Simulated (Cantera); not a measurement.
Input (Python, Cantera) and output of one run.

```python
import numpy as np
import cantera as ct

gas_names = """
    H HO2 H2 H2O H2O2 Mg MgH MgO MgOH MgO2H2 Mg2 O OH O2 O3 Si SiH SiH2 SiH3 SiH4 SiO SiO2 Si2 Si3
""".split()
cond_names = """
    H2O(s) H2O(L) Mg(cr) Mg(L) MgO(s) MgO(L) MgO2H2(s) MgSiO3(I) MgSiO3(II) MgSiO3(III) MgSiO3(L)
    Mg2SiO4(s) Mg2SiO4(L) Si(cr) Si(L) SiO2(Lqz) SiO2(hqz) SiO2(L)
""".split()


def load(file, names, dense=False):
    # The tables refer to 1 bar. Condensed volumes are neglected.
    table = {s.name: s for s in ct.Species.list_from_file(file)}
    out = []
    for n in names:
        d = dict(table[n].input_data)
        d["thermo"] = dict(d["thermo"], **{"reference-pressure": 1e5})
        if dense:
            d["equation-of-state"] = {"model": "constant-volume", "density": "1e6 g/cm^3"}
        out.append(ct.Species.from_dict(d))
    return out


gas = ct.Solution(thermo="ideal-gas", species=load("nasa_gas.yaml", gas_names))
cond = {s.name: ct.Solution(thermo="fixed-stoichiometry", species=[s], name=s.name)
        for s in load("nasa_condensed.yaml", cond_names, dense=True)}
atoms = {
    'SiO2': {'Si': 1, 'O': 2},
    'MgO': {'Mg': 1, 'O': 1},
    'H2O': {'H': 2, 'O': 1},
}
top_T = {}  # K; cautious upper limits of use, not melting points


def equilibrate(T, P, feed):
    n = {}
    for name, mol in feed.items():
        for a, k in atoms[name].items():
            n[a] = n.get(a, 0.0) + k * mol
    gas.TPX = T, P, n
    mass = sum(n.values()) * gas.mean_molecular_weight
    gas.equilibrate("TP")
    valid = [c for c in cond.values() if c.min_temp <= T <= top_T.get(c.name, c.max_temp)]
    mix = ct.Mixture([(gas, mass / gas.mean_molecular_weight)] + [(c, 0.0) for c in valid])
    mix.T, mix.P = T, P
    mix.equilibrate("TP", solver="vcs", rtol=1e-11, max_steps=5000)
    return mix


results = []
feed = {'SiO2': 1, 'MgO': 3.5, 'H2O': 4.4}  # mol
P = 133.322  # Pa
for T in [1775, 1875, 1975, 2075, 2175, 2275, 2375]:
    mix = equilibrate(T, P, feed)
    results.append((T, P, feed, dict(zip(mix.species_names, mix.species_moles))))

top = {s: max(r[3][s] / sum(r[3][g] for g in gas_names) for r in results) for s in gas_names}
cols = sorted((s for s in top if top[s] > 0.001), key=lambda s: -top[s])[:7]
seen = [c for c in cond_names if any(r[3].get(c, 0) > 1e-12 for r in results)]
print("log10 of partial pressures in bar; condensed amounts in mol")
print(f"{'T/K':>10s}" + "".join(f"{s[:9]:>10s}" for s in cols + seen))
for T, P, feed, n in results:
    ng = sum(n[g] for g in gas_names)
    print(f"{T:10.4g}" + "".join(f"{np.log10(max(n[s] / ng * P / 1e5, 1e-99)):10.3f}" for s in cols)
          + "".join(f"{n.get(c, 0):10.4g}" for c in seen))
```

Result:

```
log10 of partial pressures in bar; condensed amounts in mol
       T/K       H2O        Mg        O2        H2         H         O        OH    MgO(s) Mg2SiO4(s Mg2SiO4(L
      1775    -2.886    -8.232    -5.077    -4.719    -5.898    -6.557    -5.271       1.5         1         0
      1875    -2.897    -7.213    -4.824    -4.462    -5.415    -6.031    -4.957       1.5         1         0
      1975    -2.915    -6.299    -4.599    -4.239    -4.983    -5.558    -4.681     1.498    0.9998         0
      2075    -2.947    -5.474    -4.398    -4.050    -4.600    -5.132    -4.439     1.491    0.9979         0
      2175    -3.003    -4.731    -4.205    -3.912    -4.268    -4.740    -4.230     1.457         0     0.984
      2275    -3.120    -4.074    -3.992    -3.870    -4.006    -4.364    -4.064      1.29         0    0.9063
      2375    -3.472    -3.511    -3.724    -4.113    -3.907    -3.982    -4.016    0.1898         0    0.3058
```

These are equilibrium values from Cantera (NASA tables, ideal gas, pure condensed phases), not measurements of a reactor. Mutual solubility and eutectic melting of coexisting phases are not modelled. The tables' values for SiO2, MgH are old estimates; treat these amounts as uncertain. Condensed phases not in the tables: alloys, solid solutions and most ternary compounds.
